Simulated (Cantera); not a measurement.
A jet of CH₄ : O₂ : N₂ = 0.087 : 0.17 : 0.79 (molar parts), equivalence ratio 1.0 at 300 K and 0.0296 atm hits a platinum plate 3.6 cm away at a mass flux of 0.022 kg/m²/s; the plate temperature is set and raised in steps from an oxygen-covered start.

Cantera simulation using Deutschmann's 1995 Pt surface mechanism with GRI-Mech 3.0 gas chemistry; the numbers are that mechanism's predictions, not measurements. Catalytic surfaces can have several steady states; this one follows from the mechanism file's or the stated starting coverage.

x: mole fraction at the wall; θ: surface coverage.

```csv
plate T (K),wall x CH₄,wall x O₂,wall x H₂O,wall x OH,wall x CO,wall x CO₂,θ free Pt,θ O*,θ OH*
850,0.0695,0.133,0.0258,1.54e-8,2.14e-5,0.0168,0.186,0.813,0.000909
900,0.0579,0.108,0.0476,6.16e-8,2.62e-5,0.0312,0.268,0.730,0.00112
950,___,___,___,___,___,___,___,___,0.00121
1000,___,___,___,___,___,___,___,___,0.00118
1050,0.0262,0.0406,0.106,1.26e-6,3.71e-5,0.0704,0.564,0.435,0.00107
```

Problem. What belongs in the gaps?

Solution. 
- 950, wall x CH₄: 0.0453
- 950, wall x O₂: 0.0810
- 950, wall x H₂O: 0.0712
- 950, wall x OH: 1.99e-7
- 950, wall x CO: 2.99e-5
- 950, wall x CO₂: 0.0468
- 950, θ free Pt: 0.362
- 950, θ O*: 0.637
- 1000, wall x CH₄: 0.0343
- 1000, wall x O₂: 0.0578
- 1000, wall x H₂O: 0.0913
- 1000, wall x OH: 5.39e-7
- 1000, wall x CO: 3.30e-5
- 1000, wall x CO₂: 0.0603
- 1000, θ free Pt: 0.462
- 1000, θ O*: 0.536
